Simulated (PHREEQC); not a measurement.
NaOH is added in steps, without added water, to 1 kg of water holding 0.011 mol Cu(BF4)2, 0.00014 mol HNO3 and 0.00012 mol H3BO3, at 75 °C. Oxygen is held at 0.21 atm. CO2 from the air is kept out. Only these solids could form: Cu(OH)2, Cu2(OH)3NO3, CuF2:2H2O.

Base run: PHREEQC, ion-association model, wateq4f.dat. Each further column changes one thing. The table gives F- (mol/kgw).

```
NaOH added (mol)     base  all activity coefficients set to 1  metal-ligand complexes left out  Debye-Hückel limiting law
----------------  -------  ----------------------------------  -------------------------------  -------------------------
0                 0.00298                             0.00262                          0.00321                    0.00314
0.006875          0.00817                             0.00745                          0.00906                    0.00843
0.02063            0.0215                              0.0199                           0.0236                     0.0220
0.0275             0.0286                              0.0267                           0.0311                     0.0293
0.04125            0.0407                              0.0343                           0.0407                     0.0445
0.04813            0.0436                              0.0379                           0.0435                     0.0471
0.06187            0.0516                              0.0480                           0.0517                     0.0541
0.06875            0.0572                              0.0547                           0.0578                     0.0590
0.0825             0.0745                              0.0732                           0.0764                     0.0750
0.08937            0.0842                              0.0826                           0.0865                     0.0847
0.1031             0.0849                              0.0829                           0.0876                     0.0854
0.11               0.0850                              0.0829                           0.0878                     0.0856
```

At this temperature some constants are extrapolated from 25 °C, and those without enthalpy data are left unchanged. Real BF4- forms and hydrolyses slowly; the run takes it at equilibrium. The database's constant for dissolved Cu(OH)2 is higher than later reviews accept.
